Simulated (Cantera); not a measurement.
## Reactions in the system Cl-Cs-H-O

Cantera with NASA thermochemical tables; ideal gases at 1 bar, condensed phases pure. Values are per mole of reaction as written; species without (g) are pure solids or liquids, kept so even where they would boil at 1 bar.

2 Cl₂(g) + 4 CsOH = O₂(g) + 2 H₂O(g) + 4 CsCl

| T (K) | ΔH° (kJ) | ΔS° (J/K) | ΔG° (kJ) | log10 K | condensed phases |
|---|---|---|---|---|---|
| 673 | -657.5 | 8.0 | -662.9 | 51.45 | CsOH(l), CsCl(s) |
| 773 | -646.8 | 22.3 | -664.0 | 44.87 | CsOH(l), CsCl(s) |
| 873 | -650.1 | 18.2 | -666.0 | 39.85 | CsOH(l), CsCl(s) |
| 973 | -586.5 | 87.4 | -671.5 | 36.05 | CsOH(l), CsCl(l) |
| 1073 | -583.9 | 90.0 | -680.4 | 33.12 | CsOH(l), CsCl(l) |
| 1173 | -580.9 | 92.6 | -689.5 | 30.70 | CsOH(l), CsCl(l) |
| 1273 | -577.7 | 95.3 | -698.9 | 28.68 | CsOH(l), CsCl(l) |
| 1373 | -574.2 | 97.9 | -708.6 | 26.96 | CsOH(l), CsCl(l) |
| 1473 | -570.4 | 100.5 | -718.5 | 25.48 | CsOH(l), CsCl(l) |
| 1573 | -566.5 | 103.1 | -728.7 | 24.20 | CsOH(l), CsCl(l) |
